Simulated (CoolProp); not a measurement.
Model: reference Helmholtz-energy equation of state, McLinden 2020, in CoolProp.

Question: Give the vapour pressure (MPa), liquid density (kg/m³), vapour density (kg/m³), enthalpy of vaporisation (kJ/kg) of saturated R1336mzz(Z) at 70.45 °C.

Answer: 
```tsv
T (°C)	p (MPa)	liquid density (kg/m³)	vapour density (kg/m³)	enthalpy of vaporisation (kJ/kg)
70.45	0.332	1240	21.6	146
```
